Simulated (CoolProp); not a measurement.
Computed with CoolProp (reference Helmholtz-energy equation of state, Lemmon and Jacobsen 2000).

Problem. Give the vapour pressure (kPa), liquid density (kg/m³), liquid cp (kJ/(kg K)), vapour Z of saturated R143a at -82.95, -68.35, -61.05 °C.

Solution. 
```tsv
T (°C)	p (kPa)	liquid density (kg/m³)	liquid cp (kJ/(kg K))	vapour Z
-82.95	12.8	1260	1.25	0.987
-68.35	33.0	1220	1.27	0.976
-61.05	50.1	1200	1.29	0.969
```
